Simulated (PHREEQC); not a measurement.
1 kg of water holding 33 mmol/kgw K2SO4 and 24 mmol/kgw K2CO3 is evaporated at 25 °C; the solids stay in contact with the brine. CO2 is held at log p = -3.4 (atm). Only these solids could form: Arcanite, Kalicinite, Misenite.

Equilibrium calculation in PHREEQC: Pitzer model, pitzer.dat.

| water left (kg) | ionic strength | water activity | Arcanite (mol) | C in solution (mol/kgw) | K in solution (mol/kgw) |
|---|---|---|---|---|---|
| 0.9998 | 0.157 | 0.997 | 0 | 0.0380 | 0.114 |
| 0.6753 | 0.235 | 0.996 | 0 | 0.0535 | 0.169 |
| 0.3749 | 0.431 | 0.993 | 0 | 0.0895 | 0.304 |
| 0.2532 | 0.643 | 0.990 | 0 | 0.127 | 0.450 |
| 0.1406 | 1.17 | 0.983 | 0 | 0.214 | 0.811 |
| 0.09496 | 1.75 | 0.976 | 0 | 0.307 | 1.20 |
| 0.05271 | 2.46 | 0.966 | 0.0124 | 0.530 | 1.69 |
| 0.03561 | 2.87 | 0.959 | 0.0219 | 0.767 | 1.97 |
| 0.01977 | 4.08 | 0.938 | 0.0293 | 1.35 | 2.81 |
| 0.01336 | 5.56 | 0.911 | 0.0315 | 1.97 | 3.82 |
| 0.007416 | 9.52 | 0.825 | 0.0327 | 3.54 | 6.55 |
| 0.004994 | 13.9 | 0.715 | 0.0329 | 5.34 | 9.64 |

Arcanite from water left = 0.06413 kg (pH 10.07).

Complexes and solids missing from the database can't appear.
